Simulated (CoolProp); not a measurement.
Model: reference Helmholtz-energy equation of state, Gao 2020, in CoolProp.

### Question
Give the vapour pressure (bar), liquid density (kg/m³), enthalpy of vaporisation (kJ/kg), liquid viscosity (µPa s) of saturated ammonia at 320.5, 328, 388.1 K.

### Answer
```
T (K)  p (bar)  liquid density (kg/m³)  enthalpy of vaporisation (kJ/kg)  liquid viscosity (µPa s)
-----  -------  ----------------------  --------------------------------  ------------------------
320.5     19.0                     567                              1060                       106
328       23.0                     555                              1030                      99.2
388.1     83.1                     407                               553                      52.3
```

Viscosity comes from a separate model (Fenghour 1995).
